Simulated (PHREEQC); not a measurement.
Solution (25 °C and 10 atm): 0.11 mol NaH2PO4, 0.065 mol NaF and 0.00024 mol KCl per kg of water. Closed to the air; pH follows from the charge balance.

Computed with PHREEQC (ion-association model, phreeqc.dat).

* **pH**: 4.85
* **ionic strength**: 0.173 mol/kgw
* **activity of water**: 0.994
* **specific conductance**: 12400 µS/cm
* **density**: 1.010 g/cm³

```tsv
species	molality	activity	log γ
Na+	0.172	0.130	-0.122
H2PO4-	0.109	0.0820	-0.122
F-	0.0606	0.0435	-0.143
NaF	0.00311	0.00324	0.017
HPO4-2	0.00115	0.000361	-0.504
HF	0.000887	0.000923	0.017
Cl-	0.000240	0.000174	-0.139
K+	0.000240	0.000173	-0.141
HF2-	0.000204	0.000154	-0.123
H3PO4	0.000164	0.000171	0.017
NaHPO4-	0.000119	9.01e-5	-0.122
H+	1.77e-5	1.42e-5	-0.095
KHPO4-	1.61e-7	1.21e-7	-0.122
```

This is a speciation only: nothing precipitates in the calculation.
